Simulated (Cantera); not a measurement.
A Cantera script and what it prints.

```python
import numpy as np
import cantera as ct

gas_names = """
    C CO CO2 C2 C2O C3 C3O2 C4 C5 O O2 O3 Ta TaO TaO2
""".split()
cond_names = """
    C(gr) Ta(cr) Ta(L) TaC(s) TaC(L) Ta2O5(s) Ta2O5(L)
""".split()


# ... load() reads the species with a 1 bar reference pressure and builds the phases ...
atoms = {
    'Ta2O5': {'Ta': 2, 'O': 5},
    'CO': {'C': 1, 'O': 1},
}
top_T = {'C(gr)': 4500}  # K; cautious upper limits of use, not melting points


# ... equilibrate(T, P, feed) seeds the gas with the atoms and calls Mixture.equilibrate('TP', solver="vcs", rtol=1e-11, max_steps=5000) ...
results = []
feed = {'Ta2O5': 1, 'CO': 8.9}  # mol
T = 1450  # K
P = 1000  # Pa
mix = equilibrate(T, P, feed)
results.append((T, P, feed, dict(zip(mix.species_names, mix.species_moles))))
x = sorted(zip(gas.X, gas.species_names), reverse=True)
print(f"T = {T:g} K  P = {P:g} Pa  gas = {mix.phase_moles(0):.4g} mol")
print("   x: " + "  ".join(f"{s} {v:.3e}" for v, s in x if v > 1e-05))
print("   condensed (mol): " + ("  ".join(f"{mix.phase(i).name} {mix.phase_moles(i):.4g}"
      for i in range(1, mix.n_phases) if mix.phase_moles(i) > 1e-12) or "none"))
```

It prints:

```
T = 1450 K  P = 1000 Pa  gas = 8.899 mol
   x: CO 9.994e-01  CO2 5.594e-04
   condensed (mol): TaC(s) 0.001422  Ta2O5(s) 0.9993
```

Equilibrium computed with Cantera from the NASA thermochemical tables; the gas is ideal and each condensed phase is pure. Mutual solubility and eutectic melting of coexisting phases are not modelled. TaC: taken at fixed stoichiometry. Condensed phases not in the tables: Ta2C.
